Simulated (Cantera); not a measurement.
**Thermodynamics of silicon carbide growth, feed CH₃SiH₃ + C₂H₂ + H₂**

A closed system holds: 1 mol CH₃SiH₃, 0.28 mol C₂H₂, 3.7 mol H₂, held at 1648.15 K and 0.0170 bar.

Method: chemical equilibrium by Gibbs-energy minimisation in Cantera with the NASA 1993 tables (ideal gas, pure condensed phases). Candidate condensed phases: C, C₆H₆, C₇H₈, C₈H₁₈, Si, SiC; 87 gas species. The feed counts by its element totals alone. Equilibrium is a limit: real reactors are often held back by kinetics, nucleation or transport.

```json
{
  "x(H₂)": "0.999",
  "x(H)": "0.000684",
  "x(C₂H₂ (acetylene))": "4.48e-5",
  "x(CH₄)": "2.27e-5",
  "n(C(graphite))": "0.559 mol",
  "n(SiC(s))": "1.000 mol",
  "gas_amount": "6.982 mol",
  "log10 activity of Si(s) (absent)": "-1.91"
}
```
